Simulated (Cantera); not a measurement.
A diamond (100) surface in a fixed gas of H2 with x(CH4) = 0.017, x(H) = 0.001, at 1200 K, 120 Torr; coverages are run to steady state.

Model: the Harris–Goodwin 1993 mechanism for the reconstructed diamond (100) surface, integrated in Cantera.

One state of this run: growth (µm/h) = 0.361; θ c6HH = 0.463; θ c6H* = 0.0372; θ c6*H = 0.476; θ c6** = 0.0228; θ c6HM = 0.000435. θ: site fractions in the mechanism's names (c6HH fully hydrogenated, c6H* and c6*H radical sites, c6** diradical, c6HM methylated).

**Question.** Which value of x(CH3) does it belong to?
A. 9.8e-06
B. 1e-06
C. 2.1e-05
D. 4.6e-06

**Answer.** A, 9.8e-06
